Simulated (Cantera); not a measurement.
An isothermal, constant-pressure homogeneous reactor starts with 1.89 % H2, 60.9 % O2, 37.2 % N2, equivalence ratio 0.015, at 900 K and 0.0132 atm.

Detailed kinetics in Cantera: GRI-Mech 3.0 (53 species, 325 reactions). Radical loss at walls, strong at low pressure, is not modelled. Below about 950 K walls govern HO2 and H2O2 in real vessels.

x: mole fraction; the columns are a selection and need not sum to one.

| t (s) | x H2 | x O2 | x H | x N2O | x HO2 | x NO | x H2O |
|---|---|---|---|---|---|---|---|
| 3.00e-6 | 0.0189 | 0.609 | <1e-12 | <1e-12 | <1e-12 | <1e-12 | <1e-12 |
| 1.01e-5 | 0.0189 | 0.609 | <1e-12 | <1e-12 | <1e-12 | <1e-12 | <1e-12 |
| 3.39e-5 | 0.0189 | 0.609 | <1e-12 | <1e-12 | <1e-12 | <1e-12 | <1e-12 |
| 0.000114 | 0.0189 | 0.609 | <1e-12 | <1e-12 | <1e-12 | <1e-12 | <1e-12 |
| 0.000382 | 0.0189 | 0.609 | 1.56e-12 | <1e-12 | 2.07e-12 | <1e-12 | <1e-12 |
| 0.00128 | 0.0189 | 0.609 | 5.36e-12 | <1e-12 | 7.16e-12 | <1e-12 | 5.05e-12 |
| 0.00431 | 0.0189 | 0.609 | 6.71e-11 | <1e-12 | 3.07e-11 | <1e-12 | 1.76e-10 |
| 0.0145 | 0.0189 | 0.609 | [?] | <1e-12 | 2.04e-8 | <1e-12 | 4.89e-7 |
| 0.0487 | 0.000826 | 0.603 | [?] | 3.31e-10 | 4.82e-6 | 1.02e-8 | 0.0172 |
| 0.164 | 4.43e-5 | 0.605 | [?] | 7.79e-10 | 1.48e-6 | 1.25e-8 | 0.0190 |
| 0.549 | 4.99e-6 | 0.606 | [?] | 9.32e-10 | 3.83e-7 | 1.25e-8 | 0.0191 |
| 1.85 | 5.67e-7 | 0.606 | [?] | 9.85e-10 | 7.64e-8 | 1.24e-8 | 0.0191 |
| 6.20 | 4.93e-8 | 0.606 | [?] | 1.01e-9 | 1.38e-8 | 1.24e-8 | 0.0191 |
| 20.8 | 3.46e-9 | 0.606 | 9.43e-11 | 1.02e-9 | 2.81e-9 | 1.24e-8 | 0.0191 |
| 70.0 | 4.57e-10 | 0.606 | 1.02e-11 | 1.03e-9 | 6.74e-10 | 1.24e-8 | 0.0191 |

Some entries are withheld; supply them.


- 0.0145, x H: 1.60e-7
- 0.0487, x H: 0.00141
- 0.164, x H: 2.02e-5
- 0.549, x H: 6.03e-7
- 1.85, x H: 2.26e-8
- 6.20, x H: 1.19e-9
